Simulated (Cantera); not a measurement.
## CS2 + SO2 (abatement and gas-phase synthesis)

Feed: 1 mol CS2, 0.16 mol SO2, at 0.133 bar.

Cantera equilibrium calculation (NASA polynomials, part measured and part estimated; ideal gas, pure solids and liquids). Candidate condensed phases: C, S; 22 gas species. Equilibrium is a limit: real reactors are often held back by kinetics, nucleation or transport.

```tsv
T (°C)	x CS2	x S2	x CS	x CO	x S	x COS	x CO2	x SO
1175	0.487	0.283	0.000401	0.223	3.18e-5	0.00672	2.20e-5	7.84e-8
1275	0.485	0.285	0.00132	0.225	0.000102	0.00425	8.81e-6	1.02e-7
1375	0.482	0.286	0.00372	0.226	0.000285	0.00284	3.95e-6	1.29e-7
1475	0.475	0.288	0.00920	0.226	0.000708	0.00199	1.96e-6	1.61e-7
1575	0.461	0.291	0.0202	0.225	0.00160	0.00145	1.07e-6	2.01e-7
1675	0.436	0.297	0.0395	0.223	0.00335	0.00109	6.38e-7	2.55e-7
1775	0.398	0.306	0.0691	0.219	0.00655	0.000841	4.17e-7	3.31e-7
1875	0.348	0.316	0.108	0.214	0.0121	0.000664	2.97e-7	4.45e-7
1975	0.290	0.327	0.153	0.208	0.0211	0.000533	2.28e-7	6.15e-7
2075	0.231	0.334	0.198	0.202	0.0351	0.000431	1.88e-7	8.66e-7
2175	0.176	0.335	0.238	0.195	0.0556	0.000351	1.63e-7	1.22e-6
2275	0.130	0.328	0.270	0.188	0.0838	0.000286	1.47e-7	1.71e-6
2375	0.0935	0.312	0.292	0.181	0.121	0.000233	1.35e-7	2.34e-6
2475	0.0657	0.288	0.305	0.174	0.166	0.000188	1.25e-7	3.09e-6
```
x: gas mole fraction; nothing condenses.

From 1175 °C to 2475 °C nothing is condensed. The main C-bearing gas is CS2 at 1175 °C and CS at 2475 °C.
